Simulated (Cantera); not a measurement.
## Gas-phase reforming

An isothermal, constant-pressure homogeneous reactor starts with CH₄ : CO₂ : H₂ = 1 : 1.1 : 0.6 (molar parts), at 2200 K and 2.27 atm.

Detailed kinetics in Cantera: GRI-Mech 3.0 (53 species, 325 reactions).

```
t (s)        x CH₄    x CO₂   x H₂    x C₂H₄     x CO
--------  --------  -------  -----  --------  -------
5.00e-6      0.292    0.383  0.263    0.0128  0.00987
3.11e-5      0.101    0.245  0.390   0.00439   0.0913
0.000194    0.0155   0.0529  0.345  0.000372    0.274
0.00121    0.00811   0.0202  0.426  0.000167    0.364
0.00750    0.00273  0.00686  0.507   3.85e-5    0.425
0.0467    0.000254  0.00303  0.532   1.03e-6    0.443
0.290      2.49e-7  0.00289  0.533  9.83e-12    0.443
1.81       2.49e-7  0.00289  0.533  9.83e-12    0.443
11.2       2.49e-7  0.00289  0.533  9.83e-12    0.443
70.0       2.49e-7  0.00289  0.533  9.83e-12    0.443
```
x: mole fraction; the columns are a selection and need not sum to one.

Equilibrium at this temperature and pressure: CH₄ 2.85e-7, CO₂ 0.00289, H₂ 0.533, C₂H₄ 1.13e-11, CO 0.443 (gas phase only).
